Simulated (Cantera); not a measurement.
Cantera run, input and output.

```python
import numpy as np
import cantera as ct

gas = ct.Solution("SiF4_NH3_mec.yaml", "gas")
gas.TPX = 2198, 2200, {'NH3': 1, 'N2': 0.12}
reactor = ct.IdealGasConstPressureReactor(gas, energy="off", clone=False)
net = ct.ReactorNet([reactor])
net.rtol, net.atol = 1e-08, 1e-18
show = ['NH3', 'H2', 'N2H2', 'N2H4', 'H']
times = np.geomspace(0.0001, 1, 9)

steps = ct.SolutionArray(gas, extra=["t"])
rows = []
print(f"{'t/s':>10s}{'T/K':>9s}{'P/Pa':>11s}" + "".join(f"{s:>11s}" for s in show))
for t in times:
    while net.time < t:
        t_next = net.step()
        steps.append(gas.state, t=t_next)
    rows.append([np.interp(t, steps.t, y) for y in (steps.T, steps.P, *steps(*show).X.T)])
    print(f"{t:10.3e}{rows[-1][0]:9.1f}{rows[-1][1]:11.4g}" + "".join(f"{x:11.3e}" for x in rows[-1][2:]))
rate = np.gradient(steps.T, steps.t)
print("integrator steps:", len(steps.t))
if steps.T.max() > steps.T[0] + 200:
    print(f"time of steepest temperature rise: {steps.t[rate.argmax()]:.4e} s")
gas.TPX = 2198, 2200, {'NH3': 1, 'N2': 0.12}
gas.equilibrate("TP")
print(f"equilibrium (TP): T = {gas.T:.1f} K  " + "  ".join(f"{s} {gas[s].X[0]:.3e}" for s in show))
```

Result:

```
       t/s      T/K       P/Pa        NH3         H2       N2H2       N2H4          H
 1.000e-04   2198.0       2200  8.924e-01  1.456e-04  6.154e-08  1.984e-10  2.303e-06
 3.162e-04   2198.0       2200  8.915e-01  4.798e-04  9.049e-07  1.989e-09  2.606e-06
 1.000e-03   2198.0       2200  8.881e-01  2.075e-03  9.904e-06  1.619e-08  6.247e-06
 3.162e-03   2198.0       2200  8.731e-01  1.303e-02  2.557e-05  3.691e-08  2.634e-05
 1.000e-02   2198.0       2200  8.240e-01  5.216e-02  2.361e-05  3.011e-08  7.989e-05
 3.162e-02   2198.0       2200  6.905e-01  1.583e-01  1.760e-05  1.960e-08  2.193e-04
 1.000e-01   2198.0       2200  4.201e-01  3.728e-01  8.595e-06  8.814e-09  5.584e-04
 3.162e-01   2198.0       2200  1.224e-01  6.089e-01  1.854e-06  1.551e-09  1.305e-03
 1.000e+00   2198.0       2200  4.210e-03  7.002e-01  5.064e-08  1.766e-11  4.652e-03
integrator steps: 1108
equilibrium (TP): T = 2198.0 K  NH3 9.884e-08  H2 6.809e-01  N2H2 4.010e-14  N2H4 4.651e-19  H 3.119e-02
```

Cantera simulation using the gas-phase N/H chemistry of the illustrative SiF4/NH3 mechanism in the Surface Chemkin manual (1991); the numbers are that mechanism's predictions, not measurements. Walls and surfaces, which speed up NH3 decomposition in real reactors, are not modelled.
